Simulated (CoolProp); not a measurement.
Vapour-liquid equilibrium of n-butane (1) + cyclohexane (2) at 0.185 MPa; x and y are mole fractions of (1).

The numbers come from the multi-fluid Helmholtz-energy mixture model, Bücker 2006 and Zhou 2014; pair parameters Bell 2016 in CoolProp.

```tsv
x	bubble temperature, mixture model (K)	bubble temperature, Raoult's law (K)	y, mixture model	y, Raoult's law
0.05	366.1	362.4	0.249	0.332
0.15	349.0	343.6	0.586	0.662
0.25	334.8	330.5	0.770	0.808
0.35	323.5	320.9	0.867	0.883
0.45	314.7	313.4	0.920	0.926
0.55	307.9	307.3	0.950	0.953
0.65	302.5	302.3	0.969	0.970
0.75	298.1	298.0	0.981	0.983
0.85	294.4	294.3	0.990	0.991
0.95	291.2	291.1	0.997	0.997
```

The largest gap from Raoult's law is +5.4 K in bubble temperature, at x = 0.15. No azeotrope shows between x = 0.05 and 0.95.

The pair parameters rest on a limited set of measurements; away from them the model extrapolates.
